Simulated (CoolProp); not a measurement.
Normal hydrogen along the isotherm -202.65 °C: Z from the reference equation and from simpler models built on Tc = -240.0 °C, pc = 12.96 bar, ω = -0.219; each cubic takes its own stable root.

Computed with CoolProp (reference Helmholtz-energy equation of state, Leachman 2009).

```csv
p (bar),phase,reference
0.41,gas,0.9990
0.933,gas,0.9978
2.12,gas,0.9949
4.83,gas,0.9885
11,gas,0.9745
25,supercritical,0.9476
57,supercritical,0.9255
130,supercritical,1.061
```

**Question.** How far does each simpler model (van der Waals, Redlich-Kwong, Soave-Redlich-Kwong) lie from the reference over these 8 states: mean and median of the absolute difference, and the worst?

**Answer.** 
- van der Waals: mean 1.9 %, median 0.1 %, worst +12.4 % at -202.65 °C and 130 bar
- Redlich-Kwong: mean 2.1 %, median 0.6 %, worst +7.4 % at -202.65 °C and 130 bar
- Soave-Redlich-Kwong: mean 0.7 %, median 0.4 %, worst -2.0 % at -202.65 °C and 57 bar
